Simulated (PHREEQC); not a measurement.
Make-up at 20 °C: 0.25 mol TMAH, 0.00039 mol K2SiO3 and 0.31 mol (CH3)4NCl per kg of water. Closed to the air; pH follows from the charge balance.

Equilibrium calculation in PHREEQC: ion-association model, wateq4f.dat.

| quantity | before | after |
|---|---|---|
| pH | 13.37 | 13.04 |
| H2SiO4-2 (mol/kgw) | 0.000299 | 0.000292 |
| H3SiO4- (mol/kgw) | 9.07e-5 | 9.77e-5 |
| H4SiO4 (mol/kgw) | 1.77e-8 | 2.88e-8 |
| SI of Quartz (SiO2) | -3.62 | -3.56 |

Name the change that produced these shifts.
A) temperature from 20 to 50 °C
B) temperature from 20 to 75 °C
C) temperature from 20 to 30 °C
D) TMAH from 0.25 to 0.5 mol/kgw
E) (CH3)4NCl left out

C, temperature from 20 to 30 °C

No solid was allowed to form. (CH3)4N+ isn't in the database: it is added as a free cation with an ion size of 4 Å.
